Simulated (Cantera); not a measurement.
Charge: 1 mol V, a varied amount of N2O, 7.3 mol H2, at 2323 K and 3.30 mbar.

Equilibrium computed with Cantera from the NASA thermochemical tables; the gas is ideal and each condensed phase is pure. Candidate condensed phases: H2O, V, VN, VO, V2O3, V2O4, V2O5; 28 gas species. Each liquid is taken as pure. Mutual solubility and eutectic melting of coexisting phases are not modelled. VO: taken at fixed stoichiometry. Condensed phases not in the tables: V2N, N, O or C dissolved in the metal. Rates play no part.

Q: At 0.59 mol N2O, list the 6 most abundant gas species with their mole fractions, and the condensed phases.

A: H2 0.703, H 0.159, N2 0.0633, V 0.0426, VO 0.0293, VO2 0.00264. Condensed: V(l) + VO(l).
